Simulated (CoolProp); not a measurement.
The fluid at 298.15 K and 1.91 MPa expands adiabatically to 0.172 MPa with isentropic efficiency 0.9. The same conditions are run with several fluids, on thermodynamics alone (safety and materials aside).

The numbers come from the reference Helmholtz-energy equation of state of each fluid (hydrogen chloride: Thol 2018; carbon monoxide: Lemmon 2006; methane: Setzmann 1991; fluorine: de Reuck 1990) in CoolProp.

Task: Rank hydrogen chloride, carbon monoxide, methane, fluorine by work (kJ/kg), highest first.

Result: methane (245), carbon monoxide (137), fluorine (102), hydrogen chloride (100)

```csv
fluid,final temperature (K),final phase,final density (kg/m³)
hydrogen chloride,198.0,"two-phase, vapour fraction 0.906",4.39
carbon monoxide,163.2,gas,3.58
methane,176.2,gas,1.91
fluorine,166.8,gas,4.75
```
